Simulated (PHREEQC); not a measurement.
Dissolve 0.018 mol/kgw MgCl2, 3.5e-05 mol/kgw Na2SO4 and 0.00032 mol/kgw H4SiO4 at 82 °C. Closed to the air; pH follows from the charge balance.

Equilibrium calculation in PHREEQC: ion-association model, phreeqc.dat.

```json
{
  "pH": "5.79",
  "ionic_strength": "0.0540 mol/kgw",
  "specific_conductance": "9600 µS/cm",
  "density": "0.972 g/cm³"
}
```

```json
[
 {"species": "Cl-", "molality": "0.0360", "activity": "0.0284", "log γ": "-0.103"},
 {"species": "Mg+2", "molality": "0.0180", "activity": "0.00782", "log γ": "-0.362"},
 {"species": "H4SiO4", "molality": "0.000320", "activity": "0.000324", "log γ": "0.005"},
 {"species": "Na+", "molality": "7.00e-5", "activity": "5.61e-5", "log γ": "-0.097"},
 {"species": "MgSO4", "molality": "2.52e-5", "activity": "2.55e-5", "log γ": "0.005"},
 {"species": "SO4-2", "molality": "9.83e-6", "activity": "4.05e-6", "log γ": "-0.385"},
 {"species": "H+", "molality": "1.96e-6", "activity": "1.64e-6", "log γ": "-0.078"},
 {"species": "MgOH+", "molality": "1.60e-6", "activity": "1.30e-6", "log γ": "-0.088"},
 {"species": "OH-", "molality": "2.18e-7", "activity": "1.72e-7", "log γ": "-0.105"},
 {"species": "H3SiO4-", "molality": "1.51e-7", "activity": "1.20e-7", "log γ": "-0.101"}
]
```

No solid was allowed to form. Constants without temperature data keep their 25 °C values here.
